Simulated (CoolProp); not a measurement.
Vapour-liquid equilibrium of R22 (1) + R142b (2) at 232.2 K; x and y are mole fractions of (1).

The numbers come from the multi-fluid Helmholtz-energy mixture model, Kamei 1995 and Lemmon 2006; pair parameters Bell 2016 in CoolProp.

```
x      bubble pressure, mixture model (bar)  bubble pressure, Raoult's law (bar)  y, mixture model  y, Raoult's law
-----  ------------------------------------  -----------------------------------  ----------------  ---------------
0.05                                 0.2639                               0.2652             0.183            0.190
0.125                                0.3183                               0.3237             0.373            0.389
0.2                                  0.3716                               0.3823             0.506            0.527
0.275                                0.4247                               0.4408             0.606            0.628
0.35                                 0.4784                               0.4993             0.686            0.706
0.425                                0.5334                               0.5579             0.750            0.767
0.5                                  0.5900                               0.6164             0.804            0.817
0.575                                0.6486                               0.6750             0.849            0.858
0.65                                 0.7092                               0.7335             0.887            0.892
0.725                                0.7715                               0.7920             0.920            0.921
0.8                                  0.8353                               0.8506             0.947            0.947
0.875                                0.8999                               0.9091             0.970            0.969
0.95                                 0.9643                               0.9676             0.989            0.988
```

The largest gap from Raoult's law is -4.4 % in bubble pressure, at x = 0.425. No azeotrope shows between x = 0.05 and 0.95.

The pair parameters rest on a limited set of measurements; away from them the model extrapolates.
